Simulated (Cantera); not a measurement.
A closed system holds: 1 mol acetone, 0.2 mol O2, 6.1 mol H2, held at 798.15 K.

Method: chemical equilibrium by Gibbs-energy minimisation in Cantera with the NASA 1993 tables (ideal gas, pure condensed phases). Candidate condensed phases: C, C6H6, C7H8, C8H18, H2O; 110 gas species. The feed counts by its element totals alone. The ideal-gas law is rough above about 30 bar. Kinetics and transport are ignored.

What share of the C ends up in condensed phases as a function of P (Pa), at 10, 72, 520, 3700, 27000, 190000, 1400000, 10000000?


```json
[
 {"P (Pa)": "10", "C condensed (%)": "53.5", "as": "C(graphite)"},
 {"P (Pa)": "72", "C condensed (%)": "54.2", "as": "C(graphite)"},
 {"P (Pa)": "520", "C condensed (%)": "58.0", "as": "C(graphite)"},
 {"P (Pa)": "3700", "C condensed (%)": "62.8", "as": "C(graphite)"},
 {"P (Pa)": "27000", "C condensed (%)": "42.6", "as": "C(graphite)"},
 {"P (Pa)": "190000", "C condensed (%)": "4.4", "as": "C(graphite)"},
 {"P (Pa)": "1400000", "C condensed (%)": "0.0", "as": "-"},
 {"P (Pa)": "10000000", "C condensed (%)": "0.0", "as": "-"}
]
```
